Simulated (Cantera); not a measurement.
A closed system holds: 1 mol CO2, 0.12 mol O2, 1.7 mol H2, equilibrated at 1625 K and 19.0 mbar.

Method: chemical equilibrium by Gibbs-energy minimisation in Cantera with the NASA 1993 tables (ideal gas, pure condensed phases). Candidate condensed phases: C, C6H6, C7H8, C8H18, H2O; 110 gas species. Equilibrium is a limit: real reactors are often held back by kinetics, nucleation or transport.

Base state: H2O 0.352, H2 0.278, CO 0.263, CO2 0.107, H 0.000270, OH 1.44e-5 (mole fractions); condensed: gas only.

Q: What changes in the equilibrium state with this change: temperature from 1625 K to 1098.15 K?

A: 
```csv
species,before,after
H2,0.278,0.340
H2O,0.352,0.290
CO,0.263,0.201
CO2,0.107,0.170
OH,1.44e-5,<1e-9
H,0.000270,1.05e-7
```
